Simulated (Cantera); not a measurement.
# NO annealing gas

An isothermal, constant-pressure homogeneous reactor starts with 21.9 % NO, 78.1 % N₂, at 1875 K and 0.0128 atm.

Detailed kinetics in Cantera: GRI-Mech 3.0 (53 species, 325 reactions). Radical loss at walls, strong at low pressure, is not modelled.

```
t (s)      x NO   x N₂      x O₂     x N₂O     x NO₂       x O
--------  -----  -----  --------  --------  --------  --------
1.00e-6   0.219  0.781    <1e-12  2.76e-10    <1e-12  2.76e-10
3.16e-6   0.219  0.781    <1e-12  8.71e-10    <1e-12  8.71e-10
1.00e-5   0.219  0.781    <1e-12   2.76e-9    <1e-12   2.76e-9
3.16e-5   0.219  0.781    <1e-12   8.71e-9    <1e-12   8.71e-9
0.000100  0.219  0.781  3.15e-12   2.75e-8  5.44e-12   2.76e-8
0.000316  0.219  0.781  3.14e-11   8.69e-8  5.39e-11   8.73e-8
0.00100   0.219  0.781  3.13e-10   2.74e-7  5.29e-10   2.77e-7
0.00316   0.219  0.781   3.16e-9   8.53e-7   5.07e-9   8.84e-7
0.0100    0.219  0.781   3.25e-8   2.58e-6   4.46e-8   2.89e-6
0.0316    0.219  0.781   3.57e-7   7.11e-6   3.17e-7   9.97e-6
0.100     0.219  0.781   4.61e-6   1.51e-5   1.53e-6   3.69e-5
0.316     0.219  0.781   6.13e-5   1.90e-5   3.90e-6  0.000108
1.00      0.218  0.781  0.000434   1.82e-5   5.12e-6  0.000153
3.16      0.215  0.783   0.00177   1.75e-5   6.26e-6  0.000174
10.0      0.206  0.787   0.00638   1.54e-5   9.07e-6  0.000229
```
x: mole fraction; the columns are a selection and need not sum to one.

Equilibrium at this temperature and pressure: NO 0.00404, N₂ 0.888, O₂ 0.107, N₂O 2.78e-8, NO₂ 7.09e-7, O 0.000695 (gas phase only).
